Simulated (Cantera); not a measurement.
A Cantera script and its output.

```python
import numpy as np
import cantera as ct

surf = ct.Interface("diamond.yaml", "diamond_100")
gas, bulk = surf.adjacent["gas"], surf.adjacent["diamond"]
k = surf.kinetics_species_index(bulk.species_names[0])
cover = ["c6HH", "c6H*", "c6*H", "c6**", "c6HM", "c6B"]

rows, drift = [], 0.0
print(f"{'P':>10s}{'um/h':>11s}" + "".join(f"{s:>11s}" for s in cover))
for v in [370, 670, 1200, 2100, 3800, 6800, 12000, 22000]:
    T, P, xH, xCH3 = 948, v, 0.0041, 0.0013
    gas.TPX = T, P, {"H": xH, "CH3": xCH3, "CH4": 0.0024, "H2": 1 - xH - xCH3 - 0.0024}
    surf.TP = bulk.TP = T, P
    surf.coverages = "c6H*:0.1, c6HH:0.9"
    surf.advance_coverages(100.0)
    before = surf.coverages
    surf.advance_coverages(100.0)
    drift = max(drift, np.max(np.abs(surf.coverages - before) / (surf.coverages + 1e-9)))
    rate = surf.net_production_rates[k] * bulk.mean_molecular_weight / bulk.density * 3.6e9
    rows.append([rate, *surf[cover].coverages])
    print(f"{v:10.4g}{rate:11.4e}" + "".join(f"{x:11.3e}" for x in rows[-1][1:]))
```

It prints:

```
         P       um/h       c6HH       c6H*       c6*H       c6**       c6HM        c6B
       370 1.3413e+00  5.242e-01  1.126e-02  2.692e-01  4.902e-03  1.463e-01  3.640e-09
       670 2.5556e+00  5.177e-01  1.112e-02  2.657e-01  4.840e-03  1.541e-01  6.935e-09
      1200 4.7115e+00  5.139e-01  1.104e-02  2.637e-01  4.803e-03  1.587e-01  1.278e-08
      2100 8.3786e+00  5.118e-01  1.100e-02  2.625e-01  4.783e-03  1.613e-01  2.274e-08
      3800 1.5310e+01  5.104e-01  1.098e-02  2.618e-01  4.771e-03  1.629e-01  4.154e-08
      6800 2.7547e+01  5.097e-01  1.098e-02  2.614e-01  4.766e-03  1.638e-01  7.475e-08
   1.2e+04 4.8765e+01  5.093e-01  1.101e-02  2.611e-01  4.766e-03  1.643e-01  1.323e-07
   2.2e+04 8.9597e+01  5.090e-01  1.106e-02  2.609e-01  4.770e-03  1.646e-01  2.431e-07
```

Detailed kinetics in Cantera: the Harris–Goodwin 1993 mechanism for the reconstructed diamond (100) surface.
